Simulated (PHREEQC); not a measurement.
**Geothermal or formation water: an equilibrium model**

A made-up water analysis in mg/L, 80 °C, pH 8.45, pe 9: Na 1750; K 2.11; Ca 361; Mg 69.9; Cl 3660; S(6) as SO4 37.4; Alkalinity as HCO3 14.2; Sr 13.6.

Valence states are taken as typed.

Model: ion-association model, phreeqc.dat, run in PHREEQC.

No solid was allowed to form.

**Question.** Estimate the specific conductance.

**Answer.** specific conductance 26200 µS/cm.

**Question.** In which forms is Mg present?

**Answer.** Mg+2 95 %, MgOH+ 2.9 %, MgSO4 1.9 % of the Mg.

Away from 25 °C the constants follow the database's enthalpies or fits; those with neither stay at their 25 °C values.
